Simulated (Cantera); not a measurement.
A Cantera script and what it prints.

```python
import numpy as np
import cantera as ct

gas_names = """
    H HO2 H2 H2O H2O2 O OH O2 O3
""".split()
cond_names = """
    H2O(s) H2O(L)
""".split()


def load(file, names, dense=False):
    # The tables refer to 1 bar. Condensed volumes are neglected.
    table = {s.name: s for s in ct.Species.list_from_file(file)}
    out = []
    for n in names:
        d = dict(table[n].input_data)
        d["thermo"] = dict(d["thermo"], **{"reference-pressure": 1e5})
        if dense:
            d["equation-of-state"] = {"model": "constant-volume", "density": "1e6 g/cm^3"}
        out.append(ct.Species.from_dict(d))
    return out


gas = ct.Solution(thermo="ideal-gas", species=load("nasa_gas.yaml", gas_names))
cond = {s.name: ct.Solution(thermo="fixed-stoichiometry", species=[s], name=s.name)
        for s in load("nasa_condensed.yaml", cond_names, dense=True)}
atoms = {
    'H2O': {'H': 2, 'O': 1},
    'O2': {'O': 2},
}
top_T = {}  # K; cautious upper limits of use, not melting points


def equilibrate(T, P, feed):
    n = {}
    for name, mol in feed.items():
        for a, k in atoms[name].items():
            n[a] = n.get(a, 0.0) + k * mol
    gas.TPX = T, P, n
    mass = sum(n.values()) * gas.mean_molecular_weight
    gas.equilibrate("TP")
    valid = [c for c in cond.values() if c.min_temp <= T <= top_T.get(c.name, c.max_temp)]
    mix = ct.Mixture([(gas, mass / gas.mean_molecular_weight)] + [(c, 0.0) for c in valid])
    mix.T, mix.P = T, P
    mix.equilibrate("TP", solver="vcs", rtol=1e-11, max_steps=5000)
    return mix


results = []
feed = {'H2O': 1, 'O2': 0.45}  # mol
P = 100  # Pa
for T in [1425, 1575, 1725, 1875, 2025, 2175, 2325, 2475]:
    mix = equilibrate(T, P, feed)
    results.append((T, P, feed, dict(zip(mix.species_names, mix.species_moles))))

top = {s: max(r[3][s] / sum(r[3][g] for g in gas_names) for r in results) for s in gas_names}
cols = sorted((s for s in top if top[s] > 0.0001), key=lambda s: -top[s])[:9]
seen = [c for c in cond_names if any(r[3].get(c, 0) > 1e-12 for r in results)]
print("log10 of partial pressures in bar; condensed amounts in mol")
print(f"{'T/K':>10s}" + "".join(f"{s[:9]:>10s}" for s in cols + seen))
for T, P, feed, n in results:
    ng = sum(n[g] for g in gas_names)
    print(f"{T:10.4g}" + "".join(f"{np.log10(max(n[s] / ng * P / 1e5, 1e-99)):10.3f}" for s in cols)
          + "".join(f"{n.get(c, 0):10.4g}" for c in seen))
```

Output:

```
log10 of partial pressures in bar; condensed amounts in mol
       T/K       H2O        O2         H         O        OH        H2
      1425    -3.162    -3.508    -8.961    -7.612    -6.194    -7.589
      1575    -3.163    -3.509    -7.739    -6.725    -5.626    -6.716
      1725    -3.166    -3.512    -6.729    -5.992    -5.158    -5.995
      1875    -3.174    -3.518    -5.880    -5.378    -4.769    -5.392
      2025    -3.196    -3.531    -5.160    -4.858    -4.448    -4.889
      2175    -3.251    -3.559    -4.553    -4.417    -4.193    -4.483
      2325    -3.378    -3.613    -4.055    -4.048    -4.018    -4.193
      2475    -3.645    -3.718    -3.680    -3.752    -3.957    -4.065
```

Equilibrium computed with Cantera from the NASA thermochemical tables; the gas is ideal and each condensed phase is pure.
